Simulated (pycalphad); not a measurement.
CALPHAD calculation (pycalphad, COST 507 light-alloy database (1999)), 1 atm. These are 1990s assessments: newer ones move some temperatures and phases. Amounts are mole fractions of atoms.

Q: Give the equilibrium state of Si-11.7Cu (at.%) at 700 K.

A: 
```
T = 700.00 K, P = 101325 Pa, N = 1 mol of atoms
G = -19161 J/mol, H = 9769 J/mol, S = 41.33 J/(mol K)  (SER reference)
chemical potentials (J/mol): Si -17484, Cu -31821
phase             fraction      x(Si)      x(Cu)
DIAMOND_A4          0.8461     1.0000       none
CU19SI6_ETA         0.1539     0.2400     0.7600
```

Q: Give the equilibrium state of Si-11.7Cu (at.%) at 1150 K.

A: diamond (Si), fraction 0.822, with no Cu at.%; liquid, fraction 0.178, with 65.6 Cu at.%.

Database names, with the compositions (at.%) that they take in these runs: CU19SI6_ETA: Cu 76 Si 24. DIAMOND_A4 is diamond (Si). An entry "none" or "no" means that the model of the phase leaves that element out.
